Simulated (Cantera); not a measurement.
An adiabatic, constant-volume homogeneous reactor starts with CH₄ : O₂ : N₂ = 1 : 1.18 : 10.2 (molar parts), equivalence ratio 1.7, at 1423 K and 5030 Torr. Integrator tolerance rtol = 1e-08.

Cantera simulation using GRI-Mech 3.0 (53 species, 325 reactions); the numbers are that mechanism's predictions, not measurements.

**Question.** What does this change do: pressure from 5030 Torr to 750 Torr?

**Answer.** 
```csv
quantity,before,after
time of steepest temperature rise,1.63 ms,7.13 ms
temperature at 0.300 s,2402 K,2385 K
equilibrium temperature,2402 K,2385 K
x(CH₄) at 0.300 s,1.21e-10 (gas-phase equilibrium 1.36e-10),2.81e-12 (gas-phase equilibrium 3.17e-12)
x(O₂) at 0.300 s,2.19e-6 (gas-phase equilibrium 2.19e-6),1.23e-5 (gas-phase equilibrium 1.23e-5)
x(HCN) at 0.300 s,2.42e-7 (gas-phase equilibrium 2.43e-7),3.58e-8 (gas-phase equilibrium 3.58e-8)
x(CH₃) at 0.300 s,4.12e-11 (gas-phase equilibrium 4.62e-11),2.31e-12 (gas-phase equilibrium 2.60e-12)
x(CH₂) at 0.300 s,1.21e-12 (gas-phase equilibrium 1.35e-12),<1e-12 (gas-phase equilibrium <1e-12)
x(H₂O) at 0.300 s,0.0880 (gas-phase equilibrium 0.0880),0.0873 (gas-phase equilibrium 0.0873)
x(N₂O) at 0.300 s,1.18e-8 (gas-phase equilibrium 1.18e-8),1.04e-8 (gas-phase equilibrium 1.04e-8)
```

**Question.** What does this change do: constant pressure in place of constant volume?

**Answer.** 
```tsv
quantity	before	after
time of steepest temperature rise	1.63 ms	1.78 ms
temperature at 0.300 s	2402 K	2177 K
equilibrium temperature	2402 K	2177 K
x(CH₄) at 0.300 s	1.21e-10 (gas-phase equilibrium 1.36e-10)	1.20e-10 (gas-phase equilibrium 1.36e-10)
x(O₂) at 0.300 s	2.19e-6 (gas-phase equilibrium 2.19e-6)	2.71e-7 (gas-phase equilibrium 2.71e-7)
x(HCN) at 0.300 s	2.42e-7 (gas-phase equilibrium 2.43e-7)	1.41e-7 (gas-phase equilibrium 1.41e-7)
x(CH₃) at 0.300 s	4.12e-11 (gas-phase equilibrium 4.62e-11)	1.74e-11 (gas-phase equilibrium 1.97e-11)
x(CH₂) at 0.300 s	1.21e-12 (gas-phase equilibrium 1.35e-12)	<1e-12 (gas-phase equilibrium <1e-12)
x(H₂O) at 0.300 s	0.0880 (gas-phase equilibrium 0.0880)	0.0872 (gas-phase equilibrium 0.0872)
x(N₂O) at 0.300 s	1.18e-8 (gas-phase equilibrium 1.18e-8)	1.93e-9 (gas-phase equilibrium 1.93e-9)
```
